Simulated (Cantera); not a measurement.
A perfectly stirred reactor is fed with C2H6 : N2 = 1 : 7.1 (molar parts), at 0.00168 atm; it is held at 1350 K, and followed from long to short residence time.

Model: GRI-Mech 3.0 (53 species, 325 reactions), integrated in Cantera. GRI-Mech 3.0 stops at C3 and has no aromatics, soot or wall deposition, so with more carbon than oxygen in the feed, carbon stays in small species such as C2H2 where larger ones or solid carbon would form. Radical loss at walls, strong at low pressure, is not modelled.

Task: What does this change do: N2 7.1 to 2.1 parts?

Result: 
```tsv
quantity	before	after
x(C2H6) at τ = 0.360 s	0.0201	0.0376
x(CH4) at τ = 0.360 s	0.0446	0.119
x(C2H) at τ = 0.360 s	2.94e-8	4.04e-8
x(H2) at τ = 0.360 s	0.0725	0.156
x(CH2) at τ = 0.360 s	1.18e-6	1.03e-6
x(C2H6) at τ = 17.0 ms	0.109	0.257
x(CH4) at τ = 17.0 ms	0.00300	0.0168
x(C2H) at τ = 17.0 ms	7.59e-10	2.48e-9
x(H2) at τ = 17.0 ms	0.00828	0.0325
x(CH2) at τ = 17.0 ms	9.26e-7	1.51e-6
```

Task: What does this change do: N2 7.1 to 0.71 parts?

Result: 
```tsv
quantity	before	after
x(C2H6) at τ = 0.360 s	0.0201	0.0513
x(CH4) at τ = 0.360 s	0.0446	0.196
x(C2H) at τ = 0.360 s	2.94e-8	4.84e-8
x(H2) at τ = 0.360 s	0.0725	0.237
x(CH2) at τ = 0.360 s	1.18e-6	8.72e-7
x(C2H6) at τ = 17.0 ms	0.109	0.412
x(CH4) at τ = 17.0 ms	0.00300	0.0434
x(C2H) at τ = 17.0 ms	7.59e-10	4.79e-9
x(H2) at τ = 17.0 ms	0.00828	0.0706
x(CH2) at τ = 17.0 ms	9.26e-7	1.83e-6
```
